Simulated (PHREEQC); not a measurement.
A solution holds 0.00046 mol/kgw Na2SeO3, 0.00053 mol/kgw H2SO4 and 0.00014 mol/kgw NaCl, at 20 °C. Closed to the air; pH follows from the charge balance.

All values are PHREEQC results (ion-association model, wateq4f.dat), not measurements.

No solid was allowed to form.

Question: What pH, ionic strength does the model give?

Answer: pH 3.33; ionic strength 0.00206 mol/kgw.

Question: In which forms is Se present?

Answer: HSeO3- 80 %, H2SeO3 20 % of the Se.
